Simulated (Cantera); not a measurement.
Feed: 1 mol CH3SiCl3, 0.32 mol CH4, 17 mol H2, held at 0.0100 bar.

These are equilibrium values from Cantera (NASA tables, ideal gas, pure condensed phases), not measurements of a reactor. Candidate condensed phases: C, C6H6, C7H8, C8H18, Si, SiC; 109 gas species. The feed counts by its element totals alone. The tables' values for SiCl, SiCl3 are old estimates; treat these amounts as uncertain. Equilibrium is a limit: real reactors are often held back by kinetics, nucleation or transport. All values below are at 1900 K.

Base state: H2 0.850, HCl 0.139, H 0.00732, SiCl2 0.00229, Cl 0.000904, C2H2 (acetylene) 0.000325, Si 4.68e-5, SiCl 3.49e-5 (mole fractions); condensed: C(graphite) + SiC(s).

Q: What changes in the equilibrium state with this change: H2 from 17 to 65 mol?

A: 
```json
[
 {"species": "H2", "before": "0.850", "after": "0.949"},
 {"species": "HCl", "before": "0.139", "after": "0.0429"},
 {"species": "H", "before": "0.00732", "after": "0.00773"},
 {"species": "SiCl2", "before": "0.00229", "after": "0.000195"},
 {"species": "SiCl3", "before": "1.15e-5", "after": "2.86e-7"},
 {"species": "Cl", "before": "0.000904", "after": "0.000264"},
 {"species": "SiCl", "before": "3.49e-5", "after": "1.02e-5"},
 {"species": "C(graphite), mol", "before": "0.356", "after": "0.287"},
 {"species": "SiC(s), mol", "before": "0.950", "after": "0.982"}
]
```
The tables' values for SiCl are old estimates; treat these amounts as uncertain.
